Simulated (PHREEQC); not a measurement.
Alkaline etch or developer: an equilibrium model

Dissolve 0.0034 mol NH3, 0.022 mol H3BO3 and 0.000108 mol Na2CO3 per kg of water at 25 °C. Closed to the air; pH follows from the charge balance.

Computed with PHREEQC (ion-association model, phreeqc.dat).

This is a speciation only: nothing precipitates in the calculation.

**Question.** Predict the pH, ionic strength.

**Answer.** pH 8.43; ionic strength 0.00319 mol/kgw.

**Question.** In which forms is C present?

**Answer.** HCO3- 98 %, CO3-2 1.5 %, CO2 0.8 % of the C.
